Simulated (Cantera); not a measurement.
Input: 1 mol SiCl₄, 3.1 mol HCl, 15 mol H₂, held at 1 atm.

Method: chemical equilibrium by Gibbs-energy minimisation in Cantera with the NASA 1993 tables (ideal gas, pure condensed phases). Candidate condensed phases: Si; 19 gas species. The tables' values for SiCl₃ are old estimates; treat these amounts as uncertain. Rates play no part.

x: gas mole fraction; nothing condenses.

```tsv
T (K)	x H₂	x HCl	x SiCl₄	x SiHCl₃	x SiCl₃	x SiCl₂	x SiH₂Cl₂
823	0.785	0.163	0.0521	___	3.70e-7	2.36e-10	1.49e-7
873	0.785	0.163	0.0518	___	1.60e-6	2.91e-9	5.03e-7
923	0.784	0.163	0.0515	___	5.88e-6	2.70e-8	1.48e-6
973	0.784	0.164	0.0510	___	1.87e-5	1.98e-7	3.86e-6
1023	0.783	0.164	0.0503	___	5.28e-5	1.17e-6	9.05e-6
1073	0.782	0.165	0.0493	___	0.000134	5.81e-6	1.94e-5
1123	0.781	0.167	0.0481	___	0.000308	2.46e-5	3.81e-5
1173	0.779	0.168	0.0465	___	0.000651	9.00e-5	6.94e-5
1223	0.777	0.170	0.0444	___	0.00127	0.000288	0.000117
1273	0.774	0.174	0.0416	___	0.00227	0.000809	0.000183
```

**Question.** Fill in the missing entries.

**Answer.** 
- 823, x SiHCl₃: 0.000303
- 873, x SiHCl₃: 0.000535
- 923, x SiHCl₃: 0.000882
- 973, x SiHCl₃: 0.00137
- 1023, x SiHCl₃: 0.00203
- 1073, x SiHCl₃: 0.00286
- 1123, x SiHCl₃: 0.00387
- 1173, x SiHCl₃: 0.00502
- 1223, x SiHCl₃: 0.00625
- 1273, x SiHCl₃: 0.00741
